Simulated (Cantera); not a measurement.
Cantera run:

```python
import numpy as np
import cantera as ct

gas_names = """
    CO2 CO
""".split()
cond_names = """
    TaC(s) TaC(L) Ta(cr) Ta(L)
""".split()


def load(file, names, dense=False):
    # The tables refer to 1 bar. Condensed volumes are neglected.
    table = {s.name: s for s in ct.Species.list_from_file(file)}
    out = []
    for n in names:
        d = dict(table[n].input_data)
        d["thermo"] = dict(d["thermo"], **{"reference-pressure": 1e5})
        if dense:
            d["equation-of-state"] = {"model": "constant-volume", "density": "1e6 g/cm^3"}
        out.append(ct.Species.from_dict(d))
    return out


species = {s.name: s for s in load("nasa_gas.yaml", gas_names) + load("nasa_condensed.yaml", cond_names)}
# Each term lists the table entries of one substance; the one whose range holds T is used.
reactions = {
    'CO2(g) + TaC = 2 CO(g) + Ta':
        [(-1, ['CO2']), (-1, ['TaC(s)', 'TaC(L)']), (2, ['CO']), (1, ['Ta(cr)', 'Ta(L)'])],
}


def pick(names, T):
    return next(species[n] for n in names if species[n].thermo.min_temp <= T <= species[n].thermo.max_temp)


results = []
for label, terms in reactions.items():
    print(label)
    print("     T/K   dH/kJ  dS/(J/K)   dG/kJ   log10 K")
    for T in [2548, 2573, 2598, 2623, 2648, 2673, 2698, 2723]:
        used = [(nu, pick(names, T)) for nu, names in terms]
        dH = sum(nu * s.thermo.h(T) for nu, s in used) / 1e6
        dS = sum(nu * s.thermo.s(T) for nu, s in used) / 1e3
        dG = dH - T * dS / 1e3
        logK = -dG * 1e6 / (ct.gas_constant * T * np.log(10))
        results.append((label, T, dH, dS, dG, logK, [s.name for _, s in used]))
        print(f"{T:8g} {dH:8.1f} {dS:8.1f} {dG:8.1f} {logK:8.2f}")
```

It prints:

```
CO2(g) + TaC = 2 CO(g) + Ta
     T/K   dH/kJ  dS/(J/K)   dG/kJ   log10 K
    2548    290.2    163.4   -126.2     2.59
    2573    289.8    163.3   -130.3     2.64
    2598    289.3    163.1   -134.4     2.70
    2623    288.9    162.9   -138.4     2.76
    2648    288.5    162.8   -142.5     2.81
    2673    288.1    162.6   -146.6     2.86
    2698    287.7    162.5   -150.6     2.92
    2723    287.3    162.3   -154.7     2.97
```

Source: NASA polynomial tables (part measured, part estimated), evaluated in Cantera. TaC: taken at fixed stoichiometry. Condensed species are held in their standard states even where they would react or evaporate.
